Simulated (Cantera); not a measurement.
A closed system holds: 1 mol borazine, 2.2 mol N2, equilibrated at 2423 K and 1.33 mbar.

Cantera equilibrium calculation (NASA polynomials, part measured and part estimated; ideal gas, pure solids and liquids). Candidate condensed phases: B, BN; 15 gas species. The feed counts by its element totals alone. The tables' values for BH2 are old estimates; treat these amounts as uncertain. Kinetics and transport are ignored.

Base state: N2 0.467, H2 0.255, H 0.245, B 0.0303, BH2 0.000811, BH 0.000355, BN 0.000332 (mole fractions); condensed: B(l).

**Question.** What changes in the equilibrium state with this change: temperature from 2423 K to 1298.15 K?

**Answer.** 
```
species       before    after
----------  --------  -------
H2             0.255    0.577
N2             0.467    0.423
H              0.245  2.23e-5
B             0.0303    <1e-9
BH2         0.000811    <1e-9
BH          0.000355    <1e-9
BN          0.000332    <1e-9
B(l), mol       2.75        0
BN(s), mol         0     3.00
```
